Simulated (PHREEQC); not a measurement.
Solution (25 °C and 300 atm): 0.088 mol HCl, 5.7e-05 mol MnSO4 and 0.094 mol Al2(SO4)3 per kg of water. Closed to the air; pH follows from the charge balance.

The numbers come from PHREEQC with the ion-association model, phreeqc.dat.

No solid was allowed to form.

Task: Order these S species by the share of S that they hold, largest first: HSO4-, SO4-2, Al(SO4)2-, AlSO4+, AlHSO4+2.

Result: AlSO4+ (40 %), Al(SO4)2- (31 %), SO4-2 (16 %), HSO4- (13 %), AlHSO4+2 (0.32 %)

Task: Order these Al species by the share of Al that they hold, largest first: AlHSO4+2, AlSO4+, Al(SO4)2-, Al+3.

Result: AlSO4+ (60 %), Al(SO4)2- (23 %), Al+3 (17 %), AlHSO4+2 (0.48 %)

The pH is 1.42 and the ionic strength 0.395 mol/kgw. Under pressure, the constants of complexes without a molar volume in the database are unreliable.
